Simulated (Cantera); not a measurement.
An adiabatic, constant-volume homogeneous reactor starts with 2.45 % CH4, 2.94 % CO, 19.9 % O2, 74.7 % N2, equivalence ratio 0.32, at 1675 K and 7500 Torr.

Computed with Cantera and GRI-Mech 3.0 (53 species, 325 reactions).

Question: Predict: time of steepest temperature rise; temperature at 9.00 s; equilibrium temperature; x(CO) at 9.00 s; x(O2) at 9.00 s; x(N2O) at 9.00 s.

Answer: 
```json
{
  "time_of_steepest_temperature_rise": "28.9 µs",
  "temperature at 9.00 s": "2506 K",
  "equilibrium_temperature": "2506 K",
  "x(CO) at 9.00 s": "0.00148 (gas-phase equilibrium 0.00148)",
  "x(O2) at 9.00 s": "0.127 (gas-phase equilibrium 0.127)",
  "x(N2O) at 9.00 s": "3.67e-6 (gas-phase equilibrium 3.67e-6)"
}
```
